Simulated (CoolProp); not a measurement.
Values from CoolProp's reference Helmholtz-energy equation of state, Lemmon 2005. It is a short technical equation, of lower accuracy than the large ones.

### Question
For trans-2-butene, give the phase and the Z, expansivity (1/kK) at 525 K and 3.53 MPa.

### Answer
- 525 K and 3.53 MPa: gas; Z 0.837, expansivity 3.46
